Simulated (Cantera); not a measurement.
Equilibrium for silicon oxide and oxynitride deposition: SiH4 + CO2 + N2

Input: 1 mol SiH4, 23 mol CO2, a varied amount of N2, at 1773.15 K and 78000 Pa.

Equilibrium computed with Cantera from the NASA thermochemical tables; the gas is ideal and each condensed phase is pure. Candidate condensed phases: C, C6H6, C7H8, C8H18, H2O, Si, SiC, SiO2, Si2N2O, Si3N4; 151 gas species. The tables hold silica as quartz up to 1696 K and as liquid above; real silica turns to tridymite and cristobalite and melts near 1996 K. Gases not in the tables: Si(OH)4. Kinetics and transport are ignored.

```csv
n(N2) (mol),x N2,x CO2,x CO,x H2O,n SiO2(condensed)
6.6,0.209,0.605,0.123,0.0600,1.000
10,0.286,0.546,0.111,0.0541,1.000
15,0.375,0.478,0.0974,0.0474,1.000
23,0.479,0.398,0.0812,0.0395,1.000
34,0.576,0.324,0.0660,0.0321,1.000
51,0.671,0.251,0.0513,0.0249,1.000
77,0.755,0.187,0.0382,0.0186,1.000
120,0.828,0.132,0.0269,0.0131,1.000
170,0.872,0.0980,0.0200,0.00971,1.000
```
x: gas mole fraction; n: condensed amount in mol.

From 6.6 mol N2 to 170 mol N2 the condensed part is SiO2(condensed).
